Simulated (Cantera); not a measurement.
Feed: 1 mol SiCl4, 6.1 mol NH3, 2.6 mol N2, equilibrated at 1.00 bar.

Method: chemical equilibrium by Gibbs-energy minimisation in Cantera with the NASA 1993 tables (ideal gas, pure condensed phases). Candidate condensed phases: NH4Cl, Si, Si3N4; 28 gas species. The tables' values for SiCl3 are old estimates; treat these amounts as uncertain. Equilibrium is a limit: real reactors are often held back by kinetics, nucleation or transport. All values below are at 1450 °C.

Base state: H2 0.459, N2 0.317, HCl 0.207, SiCl2 0.0123, SiCl3 0.00271, SiCl4 0.00112, SiHCl3 0.000510, H 0.000123 (mole fractions); condensed: Si3N4(s).

### Question
What changes in the equilibrium state with this change: SiCl4 replaced by SiHCl3?

### Answer
| species | before | after |
|---|---|---|
| H2 | 0.459 | 0.512 |
| N2 | 0.317 | 0.313 |
| HCl | 0.207 | 0.165 |
| SiCl2 | 0.0123 | 0.00708 |
| SiCl4 | 0.00112 | 0.000366 |
| SiCl3 | 0.00271 | 0.00118 |
| SiHCl3 | 0.000510 | 0.000234 |
| SiH2Cl2 | 4.10e-5 | 2.63e-5 |
| Si3N4(s), mol | 0.243 | 0.285 |
